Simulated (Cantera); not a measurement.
Mixture: CH₄ : O₂ : N₂ : CO₂ = 1 : 4 : 15 : 3 (molar parts), equivalence ratio 0.50, at 8.70 bar, adiabatic and at constant volume. Ignition delay is the time to a rise of 400 K.

Computed with Cantera and GRI-Mech 3.0 (53 species, 325 reactions).

Problem. What does this change do: CO2 3 to 1.4 parts?

Solution. 
| quantity | before | after |
|---|---|---|
| delay at 1275 K | 1.91 ms | 1.74 ms |
| delay at 1375 K | 0.646 ms | 0.582 ms |
| delay at 1475 K | 0.242 ms | 0.217 ms |
| delay at 1575 K | 99.0 µs | 89.2 µs |
| delay at 1675 K | 44.4 µs | 40.3 µs |
| delay at 1775 K | 21.9 µs | 20.0 µs |
| apparent activation energy between 1575 and 1775 K | 180 kJ/mol | 170 kJ/mol |

Problem. What does this change do: 1.2 parts H2O added?

Solution. 
```json
[
 {"quantity": "delay at 1275 K", "before": "1.91 ms", "after": "2.00 ms"},
 {"quantity": "delay at 1375 K", "before": "0.646 ms", "after": "0.689 ms"},
 {"quantity": "delay at 1475 K", "before": "0.242 ms", "after": "0.259 ms"},
 {"quantity": "delay at 1575 K", "before": "99.0 µs", "after": "0.105 ms"},
 {"quantity": "delay at 1675 K", "before": "44.4 µs", "after": "46.0 µs"},
 {"quantity": "delay at 1775 K", "before": "21.9 µs", "after": "22.0 µs"},
 {"quantity": "apparent activation energy between 1575 and 1775 K", "before": "180 kJ/mol", "after": "180 kJ/mol"}
]
```
